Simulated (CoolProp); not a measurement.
CH3F (R41) along the isotherm 425 K: density (kg/m³) from the reference equation and from simpler models built on Tc = 317.3 K, pc = 5906 kPa, ω = 0.200; each cubic takes its own stable root.

Model: reference Helmholtz-energy equation of state, Lemmon 2006, in CoolProp. It is a short technical equation, of lower accuracy than the large ones.

```tsv
p (kPa)	phase	reference
93.4	gas	0.9017
158	gas	1.528
266	gas	2.579
449	gas	4.373
757	gas	7.431
1280	gas	12.73
2160	gas	21.98
3640	gas	38.52
6140	supercritical	69.52
10400	supercritical	132.2
17500	supercritical	256.8
29500	supercritical	418.8
```

### Question
How far does each simpler model (ideal gas, van der Waals, Redlich-Kwong, Soave-Redlich-Kwong, Peng-Robinson) lie from the reference over these 12 states: mean and median of the absolute difference, and the worst?

### Answer
- ideal gas: mean 10.6 %, median 4.3 %, worst -34.4 % at 425 K and 17500 kPa
- van der Waals: mean 2.3 %, median 0.0 %, worst -19.6 % at 425 K and 29500 kPa
- Redlich-Kwong: mean 1.6 %, median 0.1 %, worst -12.7 % at 425 K and 29500 kPa
- Soave-Redlich-Kwong: mean 4.1 %, median 0.9 %, worst -19.2 % at 425 K and 29500 kPa
- Peng-Robinson: mean 2.2 %, median 0.1 %, worst -13.0 % at 425 K and 29500 kPa
